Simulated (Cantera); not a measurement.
**Equilibrium for silicon etching in halogen gases: Si + HBr**

Charge: 1 mol Si, a varied amount of HBr, held at 41.0 Pa.

Equilibrium computed with Cantera from the NASA thermochemical tables; the gas is ideal and each condensed phase is pure. Candidate condensed phases: Br2, Si; 19 gas species. The tables' values for SiBr3 are old estimates. Equilibrium is a limit: real reactors are often held back by kinetics, nucleation or transport.

Stable condensed phases:

```
T in °C \ n(HBr) in mol
         1.1 1.6 2.1 2.6 3.1 3.6 4.1 4.6 5.1 5.5   6
   1300    A   A   A   A   B   B   B   B   B   B   B
   1200    A   A   A   A   B   B   B   B   B   B   B
   1100    A   A   A   A   B   B   B   B   B   B   B
   1000    A   A   A   A   B   B   B   B   B   B   B
    900    A   A   A   A   A   B   B   B   B   B   B
    800    A   A   A   A   A   A   B   B   B   B   B
    700    A   A   A   A   A   A   A   B   B   B   B
    600    A   A   A   A   A   A   A   B   B   B   B
    500    A   A   A   A   A   A   B   B   B   B   B
    400    A   A   A   A   A   A   B   B   B   B   B
    300    A   A   A   A   A   A   B   B   B   B   B
```

A: Si; B: gas only.
